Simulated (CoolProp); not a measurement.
The numbers come from the reference Helmholtz-energy equation of state, Thol 2019 in CoolProp.

Q: For tetradecamethylhexasiloxane (MD4M), give the phase and the density (kg/m³), fugacity coefficient at 397.5 K and 101 kPa; 410.2 K and 101 kPa; 486.2 K and 101 kPa.

A: 
- 397.5 K and 101 kPa: liquid; density 790, fugacity coefficient 0.0115
- 410.2 K and 101 kPa: liquid; density 777, fugacity coefficient 0.0210
- 486.2 K and 101 kPa: liquid; density 695, fugacity coefficient 0.303
